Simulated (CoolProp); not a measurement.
Vapour-liquid equilibrium of C2F6 (R116) (1) + R22 (2) at 263.2 K; x and y are mole fractions of (1).

Values from CoolProp's multi-fluid Helmholtz-energy mixture model, Lemmon 2006 and Kamei 1995; pair parameters Bell 2016.

```
x     bubble pressure, mixture model (MPa)  bubble pressure, Raoult's law (MPa)  y, mixture model  y, Raoult's law
----  ------------------------------------  -----------------------------------  ----------------  ---------------
0.05                                0.5505                               0.4079             0.355            0.172
0.15                                0.8152                               0.5129             0.574            0.411
0.25                                0.9709                               0.6179             0.653            0.569
0.35                                 1.068                               0.7229             0.696            0.680
0.45                                 1.139                               0.8279             0.728            0.764
0.55                                 1.198                               0.9328             0.758            0.829
0.65                                 1.255                                1.038             0.791            0.880
0.75                                 1.309                                1.143             0.833            0.922
0.85                                 1.358                                1.248             0.886            0.957
0.95                                 1.395                                1.353             0.957            0.987
```

The largest gap from Raoult's law is +58.9 % in bubble pressure, at x = 0.15. No azeotrope shows between x = 0.05 and 0.95.

Pair parameters are fitted to limited data, so mixtures are less certain than the pure fluids. With so large a gap from Raoult's law the liquid may split in two, which this calculation doesn't test in full.
